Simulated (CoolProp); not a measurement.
Dry air at 298.15 K and 0.344 MPa is throttled through a valve to 0.149 MPa with no heat exchange. Each further row changes one setting.

Computed with CoolProp (reference Helmholtz-energy equation of state, Lemmon 2000). It is a pseudo-pure fit of the blend.

```json
[
 {"case": "as stated", "temperature change (K)": "-0.4", "final density (kg/m³)": "___"},
 {"case": "outlet pressure 0.0447 MPa", "temperature change (K)": "___", "final density (kg/m³)": "0.524"},
 {"case": "outlet pressure 0.194 MPa", "temperature change (K)": "___", "final density (kg/m³)": "___"}
]
```

Question: Complete the blanks.

Answer: 
- as stated, final density (kg/m³): 1.74
- outlet pressure 0.0447 MPa, temperature change (K): -0.7
- outlet pressure 0.194 MPa, temperature change (K): -0.3
- outlet pressure 0.194 MPa, final density (kg/m³): 2.27
